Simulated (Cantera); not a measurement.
A closed system holds: 1 mol BN, 0.65 mol NF₃, 3.4 mol N₂, 3.2 mol F₂, held at 1750 K and 0.0270 bar.

Equilibrium computed with Cantera from the NASA thermochemical tables; the gas is ideal and each condensed phase is pure. Candidate condensed phases: B, BN; 13 gas species. Kinetics and transport are ignored.

Base state: F 0.506, N₂ 0.400, BF₃ 0.0946, F₂ 0.000136 (mole fractions); condensed: gas only.

### Question
What changes in the equilibrium state with this change: temperature from 1750 K to 775 K?

### Answer
```json
[
 {"species": "N₂", "before": "0.400", "after": "0.533"},
 {"species": "F₂", "before": "0.000136", "after": "0.231"},
 {"species": "BF₃", "before": "0.0946", "after": "0.136"},
 {"species": "F", "before": "0.506", "after": "0.0163"},
 {"species": "NF₃", "before": "<1e-9", "after": "0.0835"}
]
```
